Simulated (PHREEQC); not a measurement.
Dissolve 40 mmol/kgw NH4Cl and 0.091 mmol/kgw KOH at 80 °C. Closed to the air; pH follows from the charge balance.

Computed with PHREEQC (ion-association model, phreeqc.dat).

This is a speciation only: nothing precipitates in the calculation.

Problem. What pH, specific conductance does the model give?

Solution. pH 5.32; specific conductance 13200 µS/cm.

Away from 25 °C the constants follow the database's enthalpies or fits; those with neither stay at their 25 °C values.
